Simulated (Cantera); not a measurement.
An isothermal, constant-pressure homogeneous reactor starts with 17.5 % C₂H₆, 82.5 % N₂, at 1873 K and 0.987 atm.

Cantera simulation using GRI-Mech 3.0 (53 species, 325 reactions); the numbers are that mechanism's predictions, not measurements. GRI-Mech 3.0 stops at C3 and has no aromatics, soot or wall deposition, so with more carbon than oxygen in the feed, carbon stays in small species such as C2H2 where larger ones or solid carbon would form.

**Question.** Predict: x(C₂H₆) at 200 s; x(C₂H₂) at 200 s; x(CH₂) at 200 s; x(C₂H₄) at 200 s; x(CH₄) at 200 s.

**Answer.** 
- x(C₂H₆) at 200 s = 1.07e-7 (gas-phase equilibrium 5.74e-8)
- x(C₂H₂) at 200 s = 0.127 (gas-phase equilibrium 0.0674)
- x(CH₂) at 200 s = 6.22e-8 (gas-phase equilibrium 4.55e-8)
- x(C₂H₄) at 200 s = 0.000465 (gas-phase equilibrium 0.000248)
- x(CH₄) at 200 s = 0.00159 (gas-phase equilibrium 0.00117)
